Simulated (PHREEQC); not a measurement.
Consider water at 20 °C with 0.22 mol ZnSO4 per kg of water. Closed to the air; pH follows from the charge balance.

All values are PHREEQC results (ion-association model, phreeqc.dat), not measurements.

No solid was allowed to form.

### Question
What pH does the model give?

### Answer
pH 5.55.

### Question
In which forms is S present?

### Answer
ZnSO4 35 %, Zn(SO4)2-2 34 %, SO4-2 31 % of the S.
